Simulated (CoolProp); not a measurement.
A closed Brayton cycle with carbon dioxide: compressor inlet 322.15 K and 8 MPa, high pressure 19.3 MPa, turbine inlet 845 K, compressor efficiency 0.8, turbine efficiency 0.9, recuperator effectiveness 0.95 (on enthalpy, no pinch check). Each further row changes one setting.

The numbers come from the reference Helmholtz-energy equation of state, Span 1996 in CoolProp.

```json
[
 {"case": "as stated", "thermal efficiency (%)": "35.1", "net work (kJ/kg)": "73.4", "compressor to turbine work": "0.39", "compressor exit (K)": "396.6", "turbine exit (K)": "738.1"},
 {"case": "turbine inlet 795 K", "thermal efficiency (%)": "33.0", "net work (kJ/kg)": "65.5", "compressor to turbine work": "0.41", "compressor exit (K)": "396.6", "turbine exit (K)": "692.0"},
 {"case": "compressor inlet 332.15 K", "thermal efficiency (%)": "33.8", "net work (kJ/kg)": "67.3", "compressor to turbine work": "0.44", "compressor exit (K)": "412.4", "turbine exit (K)": "738.1"},
 {"case": "high pressure 16.4 MPa", "thermal efficiency (%)": "34.2", "net work (kJ/kg)": "62.3", "compressor to turbine work": "0.37", "compressor exit (K)": "382.4", "turbine exit (K)": "757.4"},
 {"case": "recuperator effectiveness 0.5", "thermal efficiency (%)": "19.0", "net work (kJ/kg)": "73.4", "compressor to turbine work": "0.39", "compressor exit (K)": "396.6", "turbine exit (K)": "738.1"}
]
```
